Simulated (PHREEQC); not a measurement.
Dissolve 0.00097 mol/kgw Cu(NO3)2 and 0.0043 mol/kgw KCl at 65 °C. Closed to the air; pH follows from the charge balance.

Model: ion-association model, phreeqc.dat, run in PHREEQC.

The ionic strength comes out as 0.00712 mol/kgw. What activity coefficients do Cl-, H+, Cu+2, NO3-, Cu2(OH)2+2 get?

Cl- 0.91, H+ 0.92, Cu+2 0.69, NO3- 0.91, Cu2(OH)2+2 0.68.

No solid was allowed to form. Constants without temperature data keep their 25 °C values here.
